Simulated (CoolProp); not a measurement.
A single-stage vapour-compression cycle with the fluid: evaporating at 296.15 K (dew point), condensing at 364.15 K (bubble point), superheat 0 K, subcooling 0 K, compressor efficiency 0.7, no pressure losses. The same conditions are run with several fluids, on thermodynamics alone (safety and materials aside).

Computed with CoolProp (reference Helmholtz-energy equation of state of each fluid (R236FA: Pan 2012; R113: Marx 1992; n-hexane: Thol 2019; isohexane: Lemmon 2006; methanol: de Reuck 1993)).

### Question
Rank R236FA, R113, n-hexane, isohexane, methanol by cooling COP, highest first.

### Answer
methanol (2.53), R113 (2.16), n-hexane (2.10), isohexane (2.05), R236FA (1.52)

```csv
fluid,pressure ratio,discharge temperature (K),refrigerating effect (kJ/kg),volumetric capacity (kJ/m³)
R236FA,6.28,364.1,55.3,953
R113,8.49,364.2,87.1,281
n-hexane,10.5,364.2,203,133
isohexane,9.46,364.1,185,172
methanol,17.3,524.4,983,200
```

The compression ends wet for: R236FA; R113; n-hexane; isohexane.
